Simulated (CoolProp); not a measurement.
A Linde-Hampson liquefier for nitrogen: isothermal reversible compression at 300 K from 1 atm to 10 MPa, throttling to 1 atm, return gas leaving the recuperator 2 K below the feed. Each further row changes one setting.

Model: reference Helmholtz-energy equation of state, Span 2000, in CoolProp.

```csv
case,liquid yield per pass,compression work (kJ/kg of gas)
as stated,…,408
high pressure 20 MPa,…,…
warm-end temperature 330 K,0.028,…
warm-end gap 7 K,0.028,408
```

Fill in the missing entries.


- as stated, liquid yield per pass: 0.040
- high pressure 20 MPa, liquid yield per pass: 0.070
- high pressure 20 MPa, compression work (kJ/kg of gas): 472
- warm-end temperature 330 K, compression work (kJ/kg of gas): 451
